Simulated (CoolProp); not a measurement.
Values from CoolProp's reference Helmholtz-energy equation of state, Lemmon 2013.

### Question
For propylene, give the phase and the cv (kJ/(kg K)), speed of sound (m/s), conductivity (mW/(m K)) at 196 K and 0.101 MPa; 290.1 K and 0.101 MPa; 365.4 K and 0.101 MPa.

### Answer
- 196 K and 0.101 MPa: liquid; cv 1.34, speed of sound 1380, conductivity 158
- 290.1 K and 0.101 MPa: gas; cv 1.31, speed of sound 254, conductivity 16.3
- 365.4 K and 0.101 MPa: gas; cv 1.59, speed of sound 283, conductivity 24.6

Thermal conductivity comes from a separate model (Huber 2003), an estimate that may be off by 10 % or more.
